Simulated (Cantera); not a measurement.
**Hydrocarbon pyrolysis for carbon deposition**

An isothermal, constant-pressure homogeneous reactor starts with C₂H₄ : H₂ = 1 : 15 (molar parts), at 1500 K and 110 Pa.

Detailed kinetics in Cantera: GRI-Mech 3.0 (53 species, 325 reactions). GRI-Mech 3.0 was tuned for natural gas; its chemistry of ethylene as a main component is partial and can be far from experiment. GRI-Mech 3.0 stops at C3 and has no aromatics, soot or wall deposition, so with more carbon than oxygen in the feed, carbon stays in small species such as C2H2 where larger ones or solid carbon would form. Radical loss at walls, strong at low pressure, is not modelled.

```tsv
t (s)	x C₂H₄	x H₂	x CH₂	x CH₄	x H
3.00e-6	0.0625	0.938	<1e-12	<1e-12	1.06e-11
7.98e-6	0.0625	0.938	<1e-12	<1e-12	2.85e-11
2.12e-5	0.0625	0.938	<1e-12	<1e-12	7.77e-11
5.64e-5	0.0625	0.938	<1e-12	<1e-12	2.19e-10
0.000150	0.0625	0.938	<1e-12	<1e-12	6.48e-10
0.000399	0.0625	0.938	<1e-12	<1e-12	1.96e-9
0.00106	0.0625	0.938	<1e-12	<1e-12	5.73e-9
0.00282	0.0625	0.938	<1e-12	3.84e-12	1.59e-8
0.00751	0.0624	0.938	<1e-12	4.90e-11	4.31e-8
0.0200	0.0622	0.938	1.06e-12	4.25e-10	1.16e-7
0.0531	0.0618	0.938	2.95e-12	2.97e-9	3.11e-7
0.141	0.0606	0.938	7.94e-12	1.74e-8	8.42e-7
0.376	0.0576	0.938	2.05e-11	8.50e-8	2.28e-6
1.00	0.0496	0.938	4.52e-11	3.87e-7	5.83e-6
```
x: mole fraction; the columns are a selection and need not sum to one.

Equilibrium at this temperature and pressure: C₂H₄ 1.71e-5, H₂ 0.941, CH₂ 1.05e-9, CH₄ 0.000206, H 0.000518 (gas phase only).
